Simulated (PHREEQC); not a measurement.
Make-up at 75 °C: 0.003 mol PbCl2 and 0.061 mol NaNO3 per kg of water. Closed to the air; pH follows from the charge balance.

Computed with PHREEQC (ion-association model, wateq4f.dat).

Each row changes one thing in this solution. This is a speciation only: nothing precipitates in the calculation.

```json
[
 {"case": "as made", "pH": "5.39", "ionic strength (mol/kgw)": "0.0678", "Cl- (mol/kgw)": "0.00554", "Pb+2 (mol/kgw)": "0.00191", "PbCl+ (mol/kgw)": "0.000455", "PbOH+ (mol/kgw)": "4.38e-6", "SI of Pb(OH)2 (Pb(OH)2)": "+0.96", "SI of Litharge (PbO)": "-3.36"},
 {"case": "NaNO3 left out", "pH": "5.26", "ionic strength (mol/kgw)": "0.00729", "Cl- (mol/kgw)": "0.00514", "Pb+2 (mol/kgw)": "0.00214", "PbCl+ (mol/kgw)": "0.000851", "PbOH+ (mol/kgw)": "5.59e-6", "SI of Pb(OH)2 (Pb(OH)2)": "?", "SI of Litharge (PbO)": "?"},
 {"case": "NaNO3 from 0.061 to 0.0305 mol/kgw", "pH": "5.34", "ionic strength (mol/kgw)": "0.0375", "Cl- (mol/kgw)": "0.00543", "Pb+2 (mol/kgw)": "0.00202", "PbCl+ (mol/kgw)": "0.000571", "PbOH+ (mol/kgw)": "4.79e-6", "SI of Pb(OH)2 (Pb(OH)2)": "+0.97", "SI of Litharge (PbO)": "?"},
 {"case": "temperature from 75 to 90 °C", "pH": "5.40", "ionic strength (mol/kgw)": "0.0677", "Cl- (mol/kgw)": "0.00545", "Pb+2 (mol/kgw)": "0.00186", "PbCl+ (mol/kgw)": "0.000546", "PbOH+ (mol/kgw)": "4.23e-6", "SI of Pb(OH)2 (Pb(OH)2)": "+1.31", "SI of Litharge (PbO)": "-2.95"},
 {"case": "PbCl2 from 0.003 to 0.0006 mol/kgw", "pH": "5.71", "ionic strength (mol/kgw)": "0.0625", "Cl- (mol/kgw)": "0.00118", "Pb+2 (mol/kgw)": "0.000429", "PbCl+ (mol/kgw)": "2.24e-5", "PbOH+ (mol/kgw)": "2.13e-6", "SI of Pb(OH)2 (Pb(OH)2)": "+0.97", "SI of Litharge (PbO)": "?"}
]
```

### Question
Some entries are withheld; supply them.

### Answer

- NaNO3 left out, SI of Pb(OH)2 (Pb(OH)2): +0.99
- NaNO3 left out, SI of Litharge (PbO): -3.32
- NaNO3 from 0.061 to 0.0305 mol/kgw, SI of Litharge (PbO): -3.35
- PbCl2 from 0.003 to 0.0006 mol/kgw, SI of Litharge (PbO): -3.34

Some of these states are supersaturated (in Pb(OH)2, for instance). Constants without temperature data keep their 25 °C values here.
